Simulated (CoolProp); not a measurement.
Vapour-liquid equilibrium of diethyl ether (1) + benzene (2) at 373.2 K; x and y are mole fractions of (1).

Values from CoolProp's multi-fluid Helmholtz-energy mixture model, Thol 2014 and Thol 2012; pair parameters Bell 2016.

```
x      bubble pressure (kPa)  y at the bubble point  dew pressure at overall composition x (kPa)  liquid density (mol/L)
-----  ---------------------  ---------------------  -------------------------------------------  ----------------------
0.05                   202.9                  0.149                                        187.4                   10.03
0.125                  236.5                  0.319                                        198.9                   9.898
0.2                    270.2                  0.448                                        211.9                   9.763
0.275                  304.1                  0.550                                        226.7                   9.628
0.35                   338.2                  0.632                                        243.8                   9.492
0.425                  372.7                  0.700                                        263.4                   9.354
0.5                    407.5                  0.758                                        286.5                   9.215
0.575                  442.9                  0.808                                        313.8                   9.074
0.65                   478.7                  0.851                                        346.7                   8.931
0.725                  515.2                  0.889                                        386.9                   8.786
0.8                    552.2                  0.924                                        437.0                   8.637
0.875                  590.1                  0.954                                        500.9                   8.484
0.95                   628.7                  0.983                                        584.4                   8.327
```

No azeotrope shows between x = 0.05 and 0.95.

Pair parameters are fitted to limited data, so mixtures are less certain than the pure fluids.
